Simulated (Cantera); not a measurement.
## Si + NF₃ + N₂ (silicon etching in halogen gases)

Charge: 1 mol Si, 1.5 mol NF₃, 8.4 mol N₂, equilibrated at 1.33 mbar.

Equilibrium computed with Cantera from the NASA thermochemical tables; the gas is ideal and each condensed phase is pure. Candidate condensed phases: Si, Si₃N₄; 16 gas species. Equilibrium is a limit: real reactors are often held back by kinetics, nucleation or transport.

| T (°C) | log p N₂ | log p SiF₄ | log p F | log p F₂ | log p NF₃ | log p NF₂ |
|---|---|---|---|---|---|---|
| 227 | -2.93 | -3.89 | -8.48 | -6.45 | -4.67 | -14.08 |
| 302 | -2.93 | -3.89 | -6.81 | -5.29 | -4.74 | -12.47 |
| 377 | -2.93 | -3.89 | -5.64 | -4.67 | -5.19 | -11.49 |
| 452 | -2.93 | -3.89 | -4.93 | -4.60 | -6.18 | -11.14 |
| 527 | -2.94 | -3.90 | -4.49 | -4.81 | -7.38 | -11.12 |
| 602 | -2.94 | -3.90 | -4.28 | -5.31 | -8.85 | -11.42 |
| 677 | -2.94 | -3.90 | -4.22 | -5.97 | -10.46 | -11.92 |
| 752 | -2.94 | -3.90 | -4.21 | -6.61 | -11.94 | -12.42 |
| 827 | -2.94 | -3.90 | -4.20 | -7.18 | -13.24 | -12.87 |
| 902 | -2.94 | -3.90 | -4.20 | -7.68 | -14.37 | -13.27 |
| 977 | -2.94 | -3.90 | -4.20 | -8.12 | <-14 | -13.61 |
| 1052 | -2.94 | -3.90 | -4.20 | -8.51 | <-14 | -13.92 |
| 1127 | -2.94 | -3.90 | -4.20 | -8.86 | <-14 | -14.20 |
| 1202 | -2.94 | -3.90 | -4.20 | -9.18 | <-14 | -14.45 |
log p: log10 of the partial pressure in bar; nothing condenses.

From 227 °C to 1202 °C nothing is condensed. The main Si-bearing gas is SiF₄ throughout.
